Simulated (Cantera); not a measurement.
Input (Python, Cantera) and output of one run.

```python
import numpy as np
import cantera as ct

gas_names = """
    C CO CO2 C2 C2O C3 C3O2 C4 C5 Cu CuO Cu2 O O2 O3
""".split()
cond_names = """
    C(gr) Cu(cr) Cu(L) CuO(s) Cu2O(s) Cu2O(L)
""".split()


# ... load() reads the species with a 1 bar reference pressure and builds the phases ...
atoms = {
    'Cu': {'Cu': 1},
    'O2': {'O': 2},
    'CO': {'C': 1, 'O': 1},
}
top_T = {'C(gr)': 4500, 'CuO(s)': 1390}  # K; cautious upper limits of use, not melting points


# ... equilibrate(T, P, feed) seeds the gas with the atoms and calls Mixture.equilibrate('TP', solver="vcs", rtol=1e-11, max_steps=5000) ...
results = []
P = 101325  # Pa
for T in [1025, 1075, 1125, 1175, 1225, 1275, 1325, 1375, 1425, 1475, 1525]:
    for m in [0.49, 0.57, 0.65, 0.74, 0.85, 0.98, 1.1, 1.3, 1.5, 1.7, 2, 2.2, 2.6]:
        feed = {'Cu': 1, 'O2': 0.08, 'CO': m}  # mol
        mix = equilibrate(T, P, feed)
        results.append((T, P, feed, dict(zip(mix.species_names, mix.species_moles))))

for T, P, feed, n in results:
    print(f"{T:7g} {feed['CO']:10.4g}  " + (" + ".join(c for c in cond_names if n.get(c, 0) > 1e-12) or "gas only"))
```

Result:

```
   1025       0.49  Cu(cr)
   1025       0.57  Cu(cr)
   1025       0.65  Cu(cr)
   1025       0.74  Cu(cr)
   1025       0.85  C(gr) + Cu(cr)
   1025       0.98  C(gr) + Cu(cr)
   1025        1.1  C(gr) + Cu(cr)
   1025        1.3  C(gr) + Cu(cr)
   1025        1.5  C(gr) + Cu(cr)
   1025        1.7  C(gr) + Cu(cr)
   1025          2  C(gr) + Cu(cr)
   1025        2.2  C(gr) + Cu(cr)
   1025        2.6  C(gr) + Cu(cr)
   1075       0.49  Cu(cr)
   1075       0.57  Cu(cr)
   1075       0.65  Cu(cr)
   1075       0.74  Cu(cr)
   1075       0.85  Cu(cr)
   1075       0.98  Cu(cr)
   1075        1.1  Cu(cr)
   1075        1.3  Cu(cr)
   1075        1.5  C(gr) + Cu(cr)
   1075        1.7  C(gr) + Cu(cr)
   1075          2  C(gr) + Cu(cr)
   1075        2.2  C(gr) + Cu(cr)
   1075        2.6  C(gr) + Cu(cr)
   1125       0.49  Cu(cr)
   1125       0.57  Cu(cr)
   1125       0.65  Cu(cr)
   1125       0.74  Cu(cr)
   1125       0.85  Cu(cr)
   1125       0.98  Cu(cr)
   1125        1.1  Cu(cr)
   1125        1.3  Cu(cr)
   1125        1.5  Cu(cr)
   1125        1.7  Cu(cr)
   1125          2  Cu(cr)
   1125        2.2  Cu(cr)
   1125        2.6  Cu(cr)
   1175       0.49  Cu(cr)
   1175       0.57  Cu(cr)
   1175       0.65  Cu(cr)
   1175       0.74  Cu(cr)
   1175       0.85  Cu(cr)
   1175       0.98  Cu(cr)
   1175        1.1  Cu(cr)
   1175        1.3  Cu(cr)
   1175        1.5  Cu(cr)
   1175        1.7  Cu(cr)
   1175          2  Cu(cr)
   1175        2.2  Cu(cr)
   1175        2.6  Cu(cr)
   1225       0.49  Cu(cr)
   1225       0.57  Cu(cr)
   1225       0.65  Cu(cr)
   1225       0.74  Cu(cr)
   1225       0.85  Cu(cr)
   1225       0.98  Cu(cr)
   1225        1.1  Cu(cr)
   1225        1.3  Cu(cr)
   1225        1.5  Cu(cr)
   1225        1.7  Cu(cr)
   1225          2  Cu(cr)
   1225        2.2  Cu(cr)
   1225        2.6  Cu(cr)
   1275       0.49  Cu(cr)
   1275       0.57  Cu(cr)
   1275       0.65  Cu(cr)
   1275       0.74  Cu(cr)
   1275       0.85  Cu(cr)
   1275       0.98  Cu(cr)
   1275        1.1  Cu(cr)
   1275        1.3  Cu(cr)
   1275        1.5  Cu(cr)
   1275        1.7  Cu(cr)
   1275          2  Cu(cr)
   1275        2.2  Cu(cr)
   1275        2.6  Cu(cr)
   1325       0.49  Cu(cr)
   1325       0.57  Cu(cr)
   1325       0.65  Cu(cr)
   1325       0.74  Cu(cr)
   1325       0.85  Cu(cr)
   1325       0.98  Cu(cr)
   1325        1.1  Cu(cr)
   1325        1.3  Cu(cr)
   1325        1.5  Cu(cr)
   1325        1.7  Cu(cr)
   1325          2  Cu(cr)
   1325        2.2  Cu(cr)
   1325        2.6  Cu(cr)
   1375       0.49  Cu(L)
   1375       0.57  Cu(L)
   1375       0.65  Cu(L)
   1375       0.74  Cu(L)
   1375       0.85  Cu(L)
   1375       0.98  Cu(L)
   1375        1.1  Cu(L)
   1375        1.3  Cu(L)
   1375        1.5  Cu(L)
   1375        1.7  Cu(L)
   1375          2  Cu(L)
   1375        2.2  Cu(L)
   1375        2.6  Cu(L)
   1425       0.49  Cu(L)
   1425       0.57  Cu(L)
   1425       0.65  Cu(L)
   1425       0.74  Cu(L)
   1425       0.85  Cu(L)
   1425       0.98  Cu(L)
   1425        1.1  Cu(L)
   1425        1.3  Cu(L)
   1425        1.5  Cu(L)
   1425        1.7  Cu(L)
   1425          2  Cu(L)
   1425        2.2  Cu(L)
   1425        2.6  Cu(L)
   1475       0.49  Cu(L)
   1475       0.57  Cu(L)
   1475       0.65  Cu(L)
   1475       0.74  Cu(L)
   1475       0.85  Cu(L)
   1475       0.98  Cu(L)
   1475        1.1  Cu(L)
   1475        1.3  Cu(L)
   1475        1.5  Cu(L)
   1475        1.7  Cu(L)
   1475          2  Cu(L)
   1475        2.2  Cu(L)
   1475        2.6  Cu(L)
   1525       0.49  Cu(L)
   1525       0.57  Cu(L)
   1525       0.65  Cu(L)
   1525       0.74  Cu(L)
   1525       0.85  Cu(L)
   1525       0.98  Cu(L)
   1525        1.1  Cu(L)
   1525        1.3  Cu(L)
   1525        1.5  Cu(L)
   1525        1.7  Cu(L)
   1525          2  Cu(L)
   1525        2.2  Cu(L)
   1525        2.6  Cu(L)
```

Method: chemical equilibrium by Gibbs-energy minimisation in Cantera with the NASA 1993 tables (ideal gas, pure condensed phases).
